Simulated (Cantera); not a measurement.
Charge: 1 mol Fe, a varied amount of CO₂, 29 mol N₂, held at 1250 °C and 13300 Pa.

Method: chemical equilibrium by Gibbs-energy minimisation in Cantera with the NASA 1993 tables (ideal gas, pure condensed phases). Candidate condensed phases: C, Fe, Fe(CO)₅, FeO, Fe₂O₃, Fe₃O₄; 27 gas species. Mutual solubility and eutectic melting of coexisting phases are not modelled. The tables' stoichiometric FeO is somewhat more stable than real wüstite, so its field is too wide. FeO: taken at fixed stoichiometry. The numbers say what is thermodynamically allowed, not how fast it happens.

x: gas mole fraction; n: condensed amount in mol.

```csv
n(CO₂) (mol),x N₂,x CO₂,x CO,x Fe,x NO,x O₂,x FeO,n Fe(γ),n FeO(s)
0.089,0.997,0.000421,0.00264,1.83e-6,1.01e-8,9.05e-12,3.44e-9,0.923,0.0768
0.14,0.995,0.000661,0.00414,1.83e-6,1.01e-8,9.05e-12,3.44e-9,0.879,0.121
0.21,0.993,0.000989,0.00620,1.83e-6,1.01e-8,9.05e-12,3.44e-9,0.819,0.181
0.33,0.989,0.00155,0.00970,1.83e-6,1.01e-8,9.05e-12,3.44e-9,0.715,0.285
0.52,0.982,0.00242,0.0152,1.83e-6,1.00e-8,9.05e-12,3.44e-9,0.551,0.448
0.8,0.973,0.00369,0.0232,1.83e-6,9.98e-9,9.05e-12,3.44e-9,0.310,0.690
1.2,0.960,…,0.0331,…,…,…,3.44e-9,0,1.000
1.9,0.939,…,0.0324,…,…,…,3.44e-9,0,1.000
3,0.906,0.0625,0.0312,1.46e-7,1.21e-7,1.42e-9,3.44e-9,0,1.000
4.7,0.861,0.110,0.0297,7.87e-8,2.18e-7,4.87e-9,3.44e-9,0,1.000
```

### Question
What belongs in the gaps?

### Answer

- 1.9, x CO₂: 0.0291
- 1.9, x Fe: 3.24e-7
- 1.9, x NO: 5.53e-8
- 1.9, x O₂: 2.88e-10
- 1.2, x CO₂: 0.00662
- 1.2, x Fe: 1.46e-6
- 1.2, x NO: 1.24e-8
- 1.2, x O₂: 1.42e-11
